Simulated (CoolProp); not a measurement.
Vapour-liquid equilibrium of R114 (1) + n-heptane (2) at 340.9 K; x and y are mole fractions of (1).

The numbers come from the multi-fluid Helmholtz-energy mixture model, Platzer 1990 and Span 2003; pair parameters Bell 2016 in CoolProp. This equation is an older, rougher fit; its heat capacities, sound speeds and derivatives of the liquid may be far off and weren't checked against measurements.

```csv
x,bubble pressure (MPa),y at the bubble point,dew pressure at overall composition x (MPa),liquid density (mol/L)
0.05,0.08408,0.567,0.03932,6.473
0.2,0.2137,0.845,0.04655,6.660
0.35,0.3228,0.908,0.05697,6.850
0.5,0.4134,0.938,0.07335,7.041
0.65,0.4935,0.957,0.1028,7.231
0.8,0.5736,0.974,0.1714,7.419
0.95,0.6656,0.993,0.4623,7.604
```

No azeotrope shows between x = 0.05 and 0.95.

The pair parameters rest on a limited set of measurements; away from them the model extrapolates.
